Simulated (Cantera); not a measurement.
Mixture: 11.2 % CH3OH, 18.7 % O2, 70.1 % N2, equivalence ratio 0.90, at 1.30 bar, adiabatic and at constant pressure. Ignition delay is the time to a rise of 400 K.

Computed with Cantera and GRI-Mech 3.0 (53 species, 325 reactions). GRI-Mech 3.0 was tuned for natural gas; its chemistry of methanol as a main component is partial and can be far from experiment.

Task: Predict: delay at 1200 K; delay at 1300 K; delay at 1400 K; delay at 1500 K; delay at 1600 K; apparent activation energy between 1500 and 1600 K.

Result: 
- delay at 1200 K: 7.77 ms
- delay at 1300 K: 1.74 ms
- delay at 1400 K: 0.505 ms
- delay at 1500 K: 0.183 ms
- delay at 1600 K: 78.9 µs
- apparent activation energy between 1500 and 1600 K: 170 kJ/mol
